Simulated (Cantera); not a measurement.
Source: NASA polynomial tables (part measured, part estimated), evaluated in Cantera. Values are per mole of reaction as written; species without (g) are pure solids or liquids, kept so even where they would boil at 1 bar.

Task: Between 398 and 498 K, where is each reaction favourable under standard conditions?
- 2 AlCl3 = 3 Cl2(g) + 2 Al(g)

Result: 
- 2 AlCl3 = 3 Cl2(g) + 2 Al(g): ΔG° is 1761 kJ at 398 K and 1690 kJ at 498 K; it stays positive (K < 1). ΔH° is 1988 kJ and ΔS° 599 J/K at 498 K.
